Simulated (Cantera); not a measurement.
Input: 1 mol Si, 7.7 mol CO, 29 mol N₂, at 0.730 bar.

These are equilibrium values from Cantera (NASA tables, ideal gas, pure condensed phases), not measurements of a reactor. Candidate condensed phases: C, Si, SiC, SiO₂, Si₂N₂O, Si₃N₄; 34 gas species. Equilibrium is a limit: real reactors are often held back by kinetics, nucleation or transport.

Q: At 1523 K, list the 3 most abundant gas species with their mole fractions, and the condensed phases.

A: N₂ 0.798, CO 0.202, CO₂ 1.61e-5. Condensed: C(graphite) + Si₂N₂O(s).
